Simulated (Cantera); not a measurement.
Predominance diagram of Ca at 800 K against the partial pressures of O2 and Cl2 (log10, bar). Standard-state values (1 bar) from the NASA 1993 polynomials, evaluated with Cantera. Candidates: Ca(s), CaCl2(s), CaO(s). Only these pure phases compete in this equilibrium. Not in the tables: oxide halides.

```
log p(Cl2) \ log p(O2)
        columns: -24, -22.5, -21, -19.5, -18, -16.5, -15, -13.5, -12, -10.5, -9, -7.5, -6, -4.5, -3, -1.5, 0
      1  A A A A A A A A A A A A A A A A A
   -1.1  A A A A A A A A A A A A A A A A A
   -3.1  A A A A A A A A A A A A A A A A A
   -5.2  A A A A A A A A A A A A A A A A A
   -7.3  A A A A A A A A A A A A A A A A A
   -9.4  A A A A A A A A A A A A A A B B B
  -11.4  A A A A A A A A A A A A B B B B B
  -13.5  A A A A A A A A A B B B B B B B B
  -15.6  A A A A A A B B B B B B B B B B B
  -17.6  A A A B B B B B B B B B B B B B B
  -19.7  A B B B B B B B B B B B B B B B B
  -21.8  B B B B B B B B B B B B B B B B B
  -23.9  B B B B B B B B B B B B B B B B B
  -25.9  B B B B B B B B B B B B B B B B B
    -28  B B B B B B B B B B B B B B B B B
```

A: CaCl2(s); B: CaO(s).
